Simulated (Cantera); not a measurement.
**Thermodynamics of aluminium nitride and oxide growth, feed Al + NH3 + H2**

Feed: 1 mol Al, 0.76 mol NH3, 9.5 mol H2, at 1.00 bar.

Method: chemical equilibrium by Gibbs-energy minimisation in Cantera with the NASA 1993 tables (ideal gas, pure condensed phases). Candidate condensed phases: Al, AlN; 13 gas species. Mutual solubility and eutectic melting of coexisting phases are not modelled. Equilibrium is a limit: real reactors are often held back by kinetics, nucleation or transport.

```tsv
T (K)	x H2	x Al	x H	x AlH	x Al2	x N2	x NH3	n Al(s)	n AlN(s)	n Al(l)
750	1.00	<1e-12	<1e-12	<1e-12	<1e-12	<1e-12	<1e-12	0.240	0.760	0
900	1.00	<1e-12	1.17e-10	4.27e-11	<1e-12	<1e-12	<1e-12	0.240	0.760	0
1050	1.00	3.04e-10	8.11e-9	4.48e-9	<1e-12	<1e-12	<1e-12	0	0.760	0.240
1200	1.00	2.66e-8	1.97e-7	1.38e-7	<1e-12	<1e-12	1.22e-12	0	0.760	0.240
1350	1.000	8.43e-7	2.38e-6	1.95e-6	3.24e-11	<1e-12	2.55e-11	0	0.760	0.240
1500	1.000	1.32e-5	1.76e-5	1.59e-5	1.71e-9	2.19e-11	2.90e-10	0	0.760	0.240
1650	1.000	0.000124	9.08e-5	8.79e-5	4.27e-8	2.65e-9	2.11e-9	0	0.760	0.238
```
x: gas mole fraction; n: condensed amount in mol.

From 750 K to 900 K the condensed part is Al(s) + AlN(s). From 1050 K to 1650 K the condensed part is Al(l) + AlN(s).
